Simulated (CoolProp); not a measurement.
Properties of chlorine along the isobar 11.1 MPa (Tc = 143.7 °C, pc = 7.642 MPa, ω = 0.070).

Computed with CoolProp (reference Helmholtz-energy equation of state, Thol 2021).

| T (°C) | phase | cp (kJ/(kg K)) | isothermal compressibility (1/MPa) |
|---|---|---|---|
| -57.25 | liquid | 0.9290 | 0.0007834 |
| -42.75 | liquid | 0.9278 | 0.0008924 |
| -28.25 | liquid | 0.9290 | 0.001022 |
| -13.75 | liquid | 0.9329 | 0.001177 |
| 0.65 | liquid | 0.9397 | 0.001364 |
| 15.15 | liquid | 0.9494 | 0.001599 |
| 29.65 | liquid | 0.9624 | 0.001896 |
| 44.15 | liquid | 0.9789 | 0.002282 |
| 58.65 | liquid | 0.9999 | 0.002801 |
| 73.05 | liquid | 1.026 | 0.003517 |
| 87.55 | liquid | 1.061 | 0.004564 |
| 102.05 | liquid | 1.108 | 0.006182 |
| 116.55 | liquid | 1.174 | 0.008896 |
| 131.05 | liquid | 1.279 | 0.01406 |
| 145.45 | supercritical | 1.479 | 0.02621 |
| 159.95 | supercritical | 2.078 | 0.07315 |
